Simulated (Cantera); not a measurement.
## Silicon etching in halogen gases: Si + Br₂ + H₂

A closed system holds: 1 mol Si, 7.9 mol Br₂, a varied amount of H₂, held at 1698 K and 0.133 bar.

These are equilibrium values from Cantera (NASA tables, ideal gas, pure condensed phases), not measurements of a reactor. Candidate condensed phases: Br₂, Si; 19 gas species. The tables' values for SiBr₃ are old estimates; treat these amounts as uncertain. Kinetics and transport are ignored.

From 0.47 mol H₂ to 3.8 mol H₂ nothing is condensed. The main Si-bearing gas is SiBr₄ throughout.

| n(H₂) (mol) | x Br | x HBr | x Br₂ | x SiBr₄ |
|---|---|---|---|---|
| 0.47 | 0.714 | 0.0817 | 0.118 | 0.0827 |
| 0.57 | 0.701 | 0.0987 | 0.113 | 0.0823 |
| 0.67 | 0.689 | 0.116 | 0.109 | 0.0819 |
| 0.8 | 0.673 | 0.137 | 0.104 | 0.0813 |
| 0.95 | 0.654 | 0.162 | 0.0986 | 0.0807 |
| 1.1 | 0.635 | 0.187 | 0.0931 | 0.0801 |
| 1.4 | 0.598 | 0.235 | 0.0825 | 0.0790 |
| 1.6 | 0.574 | 0.267 | 0.0759 | 0.0782 |
| 1.9 | 0.537 | 0.314 | 0.0665 | 0.0770 |
| 2.3 | 0.488 | 0.375 | 0.0549 | 0.0754 |
| 2.7 | 0.439 | 0.435 | 0.0444 | 0.0736 |
| 3.2 | 0.378 | 0.508 | 0.0330 | 0.0711 |
| 3.8 | 0.306 | 0.593 | 0.0216 | 0.0674 |
x: gas mole fraction; nothing condenses.
